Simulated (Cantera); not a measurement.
Charge: 1 mol SiC, 0.67 mol N₂O, a varied amount of H₂, held at 1473.15 K and 22000 Pa.

Cantera equilibrium calculation (NASA polynomials, part measured and part estimated; ideal gas, pure solids and liquids). Candidate condensed phases: C, C₆H₆, C₇H₈, C₈H₁₈, H₂O, Si, SiC, SiO₂, Si₂N₂O, Si₃N₄; 151 gas species. Mutual solubility and eutectic melting of coexisting phases are not modelled. The numbers say what is thermodynamically allowed, not how fast it happens.

log p: log10 of the partial pressure in bar; n: condensed amount in mol.

| n(H₂) (mol) | log p H₂ | log p CO | log p N₂ | log p CH₄ | log p HCN | log p H | log p SiO | n C(graphite) | n SiC(s) | n Si₂N₂O(s) |
|---|---|---|---|---|---|---|---|---|---|---|
| 66 | -0.66 | -2.98 | -2.99 | -3.86 | -4.88 | -5.23 | -5.74 | 0.348 | 0.290 | 0.355 |
| 97 | -0.66 | -3.02 | -3.02 | -3.88 | -4.93 | -5.23 | -5.73 | 0 | 0.510 | 0.244 |
| 140 | -0.66 | ? | ? | ? | ? | -5.23 | ? | 0 | 0.506 | 0.246 |
| 210 | -0.66 | -3.36 | -3.36 | -4.10 | -5.32 | -5.23 | -5.62 | 0 | 0.500 | 0.249 |
| 300 | -0.66 | ? | ? | ? | ? | -5.23 | -5.56 | 0 | 0.495 | 0.251 |
| 450 | -0.66 | -3.70 | -3.69 | -4.32 | -5.71 | -5.23 | -5.51 | 0 | 0.488 | 0.253 |
| 650 | -0.66 | -3.86 | -3.85 | -4.43 | -5.90 | -5.23 | -5.45 | 0 | 0.481 | 0.254 |

Task: Complete the blanks.

Result: 
- 140, log p CO: -3.18
- 140, log p N₂: -3.18
- 140, log p CH₄: -3.98
- 140, log p HCN: -5.11
- 140, log p SiO: -5.68
- 300, log p CO: -3.52
- 300, log p N₂: -3.52
- 300, log p CH₄: -4.21
- 300, log p HCN: -5.50
